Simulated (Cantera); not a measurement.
Input (Python, Cantera):

```python
import numpy as np
import cantera as ct

gas = ct.Solution("gri30.yaml")
gas.TPX = 1323, 620000, {'CH4': 1, 'C2H6': 0.13, 'O2': 1.29, 'N2': 4.86, 'CO2': 0.57}
reactor = ct.IdealGasConstPressureReactor(gas, energy="on", clone=False)
net = ct.ReactorNet([reactor])
net.rtol, net.atol = 1e-08, 1e-16
show = ['CH4', 'C2H6', 'O2', 'H', 'CO', 'NO', 'H2O2']
times = np.geomspace(1e-06, 4, 15)

steps = ct.SolutionArray(gas, extra=["t"])
rows = []
print(f"{'t/s':>10s}{'T/K':>9s}{'P/Pa':>11s}" + "".join(f"{s:>11s}" for s in show))
for t in times:
    while net.time < t:
        t_next = net.step()
        steps.append(gas.state, t=t_next)
    rows.append([np.interp(t, steps.t, y) for y in (steps.T, steps.P, *steps(*show).X.T)])
    print(f"{t:10.3e}{rows[-1][0]:9.1f}{rows[-1][1]:11.4g}" + "".join(f"{x:11.3e}" for x in rows[-1][2:]))
rate = np.gradient(steps.T, steps.t)
print("integrator steps:", len(steps.t))
if steps.T.max() > steps.T[0] + 200:
    print(f"time of steepest temperature rise: {steps.t[rate.argmax()]:.4e} s")
gas.TPX = 1323, 620000, {'CH4': 1, 'C2H6': 0.13, 'O2': 1.29, 'N2': 4.86, 'CO2': 0.57}
gas.equilibrate("HP")
print(f"equilibrium (HP): T = {gas.T:.1f} K  " + "  ".join(f"{s} {gas[s].X[0]:.3e}" for s in show))
```

Output:

```
       t/s      T/K       P/Pa        CH4       C2H6         O2          H         CO         NO       H2O2
 1.000e-06   1323.0    6.2e+05  1.274e-01  1.656e-02  1.643e-01  9.814e-10  2.137e-11  3.536e-19  4.084e-10
 2.962e-06   1323.0    6.2e+05  1.274e-01  1.656e-02  1.643e-01  2.872e-09  1.882e-10  3.246e-18  4.636e-09
 8.773e-06   1323.0    6.2e+05  1.274e-01  1.655e-02  1.643e-01  9.743e-09  2.567e-09  3.104e-17  6.439e-08
 2.599e-05   1322.9    6.2e+05  1.274e-01  1.653e-02  1.643e-01  4.915e-08  7.223e-08  3.990e-16  8.303e-07
 7.697e-05   1323.6    6.2e+05  1.271e-01  1.633e-02  1.640e-01  3.078e-07  6.157e-06  1.514e-14  6.306e-06
 2.280e-04   1338.2    6.2e+05  1.237e-01  1.455e-02  1.606e-01  1.438e-06  5.706e-04  6.732e-13  2.932e-05
 6.752e-04   2341.8    6.2e+05  1.182e-04  2.550e-09  2.665e-06  1.426e-03  1.558e-01  7.142e-05  3.091e-09
 2.000e-03   2339.8    6.2e+05  2.392e-10  1.638e-20  2.950e-06  1.512e-03  1.566e-01  1.049e-04  3.397e-09
 5.924e-03   2340.0    6.2e+05  2.371e-10  1.560e-20  2.958e-06  1.513e-03  1.565e-01  8.225e-05  3.403e-09
 1.755e-02   2340.2    6.2e+05  2.358e-10  1.545e-20  2.965e-06  1.515e-03  1.565e-01  5.998e-05  3.408e-09
 5.197e-02   2340.3    6.2e+05  2.354e-10  1.541e-20  2.967e-06  1.515e-03  1.565e-01  5.310e-05  3.410e-09
 1.539e-01   2340.3    6.2e+05  2.354e-10  1.541e-20  2.967e-06  1.515e-03  1.565e-01  5.294e-05  3.410e-09
 4.559e-01   2340.3    6.2e+05  2.354e-10  1.541e-20  2.967e-06  1.515e-03  1.565e-01  5.294e-05  3.410e-09
 1.350e+00   2340.3    6.2e+05  2.354e-10  1.541e-20  2.967e-06  1.515e-03  1.565e-01  5.294e-05  3.410e-09
 4.000e+00   2340.3    6.2e+05  2.354e-10  1.541e-20  2.967e-06  1.515e-03  1.565e-01  5.294e-05  3.410e-09
integrator steps: 1924
time of steepest temperature rise: 4.2737e-04 s
equilibrium (HP): T = 2340.3 K  CH4 2.631e-10  C2H6 1.863e-20  O2 2.967e-06  H 1.515e-03  CO 1.565e-01  NO 5.294e-05  H2O2 3.410e-09
```

Detailed kinetics in Cantera: GRI-Mech 3.0 (53 species, 325 reactions).
